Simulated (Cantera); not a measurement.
Charge: 1 mol C6H6, 5.6 mol H2O, at 1 atm.

Method: chemical equilibrium by Gibbs-energy minimisation in Cantera with the NASA 1993 tables (ideal gas, pure condensed phases). Candidate condensed phases: C, C6H6, C7H8, C8H18, H2O; 131 gas species. Ions and electrons are included (thermal ionisation). The numbers say what is thermodynamically allowed, not how fast it happens.

At 3477 °C, list the 5 most abundant gas species with their mole fractions, and the condensed phases.

H 0.468, CO 0.299, H2 0.221, C2H2 (acetylene) 0.00319, C 0.00302. Condensed: gas only.
